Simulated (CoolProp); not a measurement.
Vapour-liquid equilibrium of CH2F2 (R32) (1) + propylene (2) at 308.9 K; x and y are mole fractions of (1).

The numbers come from the multi-fluid Helmholtz-energy mixture model, Tillner-Roth 1997 and Lemmon 2013; pair parameters Bell 2016 in CoolProp.

### Question
Give the bubble pressure and the first vapour's composition at x = 0.2, 0.65, 0.95. Is there an azeotrope?

### Answer
x = 0.2: 20.69 bar, y = 0.340; x = 0.65: 25.39 bar, y = 0.664; x = 0.95: 23.42 bar, y = 0.923. y crosses x between x = 0.65 and 0.8: the model has an azeotrope there.

Pair parameters are fitted to limited data, so mixtures are less certain than the pure fluids.
